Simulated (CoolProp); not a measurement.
The fluid at 845.93 K and 11.1 MPa (supercritical) is heated at constant pressure to 986.1 K. The same conditions are run with several fluids, on thermodynamics alone (safety and materials aside).

Computed with CoolProp (reference Helmholtz-energy equation of state of each fluid (nitrogen: Span 2000; normal hydrogen: Leachman 2009; oxygen: Schmidt 1985; carbon dioxide: Span 1996; dry air: Lemmon 2000)). Blends and air are pseudo-pure fits.

```
fluid            heat (kJ/kg)  final density (kg/m³)
---------------  ------------  ---------------------
nitrogen                  163                   36.5
normal hydrogen          2080                   2.67
oxygen                    152                   42.1
carbon dioxide            173                   58.2
dry air                   159                   37.9
```

Above 300 K oxygen's equation is extrapolated.
